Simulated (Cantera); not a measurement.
Transport properties of process gases

Gas mixture: 100 % N2O, at 0.000642 atm, frozen composition.

Cantera's kinetic-theory transport with the Lennard-Jones parameters of GRI-Mech 3.0, ideal gas; thermal conductivity in the mixture-averaged form. The composition is frozen, though it would react at the higher temperatures.

```
T (K)  ρ (kg/m³)  cp (J/kg/K)  μ (µPa s)  λ (mW/m/K)     Pr  D (cm²/s) H2O  D (cm²/s) N2  D (cm²/s) NH3
-----  ---------  -----------  ---------  ----------  -----  -------------  ------------  -------------
400     0.000860        970.3       19.5        25.5  0.741            455           411            440
500     0.000688         1043       23.6        33.2  0.740            704           610            677
600     0.000573         1101       27.3        40.7  0.739            996           838            955
700     0.000492         1150       30.8        47.9  0.739           1330          1090           1270
800     0.000430         1192       34.0        54.9  0.739           1700          1370           1620
900     0.000382         1227       37.1        61.5  0.740           2100          1680           2000
1000    0.000344         1255       40.0        68.0  0.739           2540          2000           2420
1100    0.000313         1275       42.8        74.1  0.736           3010          2350           2860
1200    0.000287         1294       45.5        80.1  0.735           3510          2720           3330
```
D: mixture-averaged diffusion coefficient of that species in the mixture.
